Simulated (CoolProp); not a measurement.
A closed Brayton cycle with carbon dioxide: compressor inlet 331.15 K and 7.6 MPa, high pressure 18.3 MPa, turbine inlet 990 K, compressor efficiency 0.85, turbine efficiency 0.9, recuperator effectiveness 0.95 (on enthalpy, no pinch check). Each further row changes one setting.

Values from CoolProp's reference Helmholtz-energy equation of state, Span 1996.

```tsv
case	thermal efficiency (%)	net work (kJ/kg)	compressor to turbine work	compressor exit (K)	turbine exit (K)
as stated	40.3	91.6	0.35	410.3	871.8
turbine inlet 940 K	38.8	84.0	0.37	410.3	825.9
compressor inlet 341.15 K	39.5	[?]	[?]	[?]	871.8
high pressure 15.6 MPa	39.2	77.3	[?]	[?]	[?]
recuperator effectiveness 0.5	[?]	91.6	0.35	410.3	871.8
```

Question: What belongs in the gaps?

Answer: 
- compressor inlet 341.15 K, net work (kJ/kg): 87.0
- compressor inlet 341.15 K, compressor to turbine work: 0.38
- compressor inlet 341.15 K, compressor exit (K): 423.6
- high pressure 15.6 MPa, compressor to turbine work: 0.34
- high pressure 15.6 MPa, compressor exit (K): 395.3
- high pressure 15.6 MPa, turbine exit (K): 892.6
- recuperator effectiveness 0.5, thermal efficiency (%): 19.6
